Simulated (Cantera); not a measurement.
A freely propagating, adiabatic, planar premixed flame of CH₄ : CO : O₂ : N₂ : CO₂ = 1 : 0.44 : 2.22 : 6.88 : 1.8 (molar parts), equivalence ratio 1.0, unburnt at 500 K and 2.00 bar; mixture-averaged transport, grid criteria slope 0.08 and curve 0.16, no radiation.

Cantera simulation using GRI-Mech 3.0 (53 species, 325 reactions); the numbers are that mechanism's predictions, not measurements. Burning velocities carry a grid error of a few per cent, more on coarse grids.

x: mole fraction of selected species; z is measured from the peak of heat release.

```json
[
 {"z (mm)": "-0.895", "T (K)": "500", "u (m/s)": "0.444", "x CH₄": "0.0809", "x CO": "0.0356", "x O₂": "0.180", "x HO₂": "7.04e-8", "x H₂": "0.000689", "x HCO": "<1e-8"},
 {"z (mm)": "-0.597", "T (K)": "503", "u (m/s)": "0.447", "x CH₄": "0.0806", "x CO": "0.0356", "x O₂": "0.179", "x HO₂": "7.85e-7", "x H₂": "0.00181", "x HCO": "<1e-8"},
 {"z (mm)": "-0.448", "T (K)": "512", "u (m/s)": "0.455", "x CH₄": "0.0797", "x CO": "0.0357", "x O₂": "0.178", "x HO₂": "3.56e-6", "x H₂": "0.00309", "x HCO": "<1e-8"},
 {"z (mm)": "-0.298", "T (K)": "…", "u (m/s)": "0.512", "x CH₄": "0.0751", "x CO": "0.0368", "x O₂": "0.173", "x HO₂": "2.47e-5", "x H₂": "0.00544", "x HCO": "<1e-8"},
 {"z (mm)": "-0.149", "T (K)": "…", "u (m/s)": "0.836", "x CH₄": "0.0524", "x CO": "0.0449", "x O₂": "0.140", "x HO₂": "0.000134", "x H₂": "0.00907", "x HCO": "1.05e-7"},
 {"z (mm)": "-0.0746", "T (K)": "…", "u (m/s)": "1.19", "x CH₄": "0.0283", "x CO": "0.0551", "x O₂": "0.101", "x HO₂": "0.000165", "x H₂": "0.0109", "x HCO": "3.78e-6"},
 {"z (mm)": "0", "T (K)": "…", "u (m/s)": "1.53", "x CH₄": "0.00544", "x CO": "0.0636", "x O₂": "0.0557", "x HO₂": "9.54e-5", "x H₂": "0.0106", "x HCO": "2.16e-5"},
 {"z (mm)": "0.0746", "T (K)": "1843", "u (m/s)": "1.66", "x CH₄": "0.000180", "x CO": "0.0551", "x O₂": "0.0328", "x HO₂": "1.98e-5", "x H₂": "0.00739", "x HCO": "3.64e-6"},
 {"z (mm)": "0.149", "T (K)": "1905", "u (m/s)": "1.71", "x CH₄": "3.17e-6", "x CO": "0.0461", "x O₂": "0.0262", "x HO₂": "1.20e-5", "x H₂": "0.00619", "x HCO": "1.67e-7"},
 {"z (mm)": "0.298", "T (K)": "1979", "u (m/s)": "1.77", "x CH₄": "<1e-8", "x CO": "0.0382", "x O₂": "0.0215", "x HO₂": "7.68e-6", "x H₂": "0.00537", "x HCO": "4.75e-8"},
 {"z (mm)": "0.597", "T (K)": "2056", "u (m/s)": "1.83", "x CH₄": "<1e-8", "x CO": "0.0314", "x O₂": "0.0172", "x HO₂": "4.34e-6", "x H₂": "0.00425", "x HCO": "2.08e-8"},
 {"z (mm)": "1.19", "T (K)": "2121", "u (m/s)": "1.88", "x CH₄": "<1e-8", "x CO": "0.0248", "x O₂": "0.0134", "x HO₂": "2.37e-6", "x H₂": "0.00320", "x HCO": "<1e-8"},
 {"z (mm)": "2.39", "T (K)": "2169", "u (m/s)": "1.91", "x CH₄": "<1e-8", "x CO": "0.0195", "x O₂": "0.0105", "x HO₂": "1.39e-6", "x H₂": "0.00242", "x HCO": "<1e-8"}
]
```

### Question
Complete the blanks.

### Answer

- -0.298, T (K): 573
- -0.149, T (K): 927
- -0.0746, T (K): 1308
- 0, T (K): 1689
